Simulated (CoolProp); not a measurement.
A simple Rankine cycle with water: condensing at 319.15 K, boiler at 3.9 MPa, turbine inlet 562 K, turbine efficiency 0.8, pump efficiency 0.7, no recuperator. Each further row changes one setting.

The numbers come from the reference Helmholtz-energy equation of state, Wagner 2002 in CoolProp.

| case | thermal efficiency (%) | net work (kJ/kg) | heat in (kJ/kg) | turbine exit temperature (K) | volume ratio over the turbine |
|---|---|---|---|---|---|
| as stated | 27.0 | 739 | 2740 | 319.1 | 207 |
| turbine inlet 582 K | 27.2 | 758 | 2790 | 319.1 | 199 |
| condensing temperature 311.15 K | 28.0 | 775 | 2770 | 311.2 | 304 |
| boiler pressure 2.73 MPa | 25.8 | 717 | 2780 | 319.1 | 143 |
| turbine efficiency 0.7 | 23.6 | 646 | 2740 | 319.1 | 216 |

The expansion ends wet for: as stated; turbine inlet 582 K; condensing temperature 311.15 K; boiler pressure 2.73 MPa; turbine efficiency 0.7.
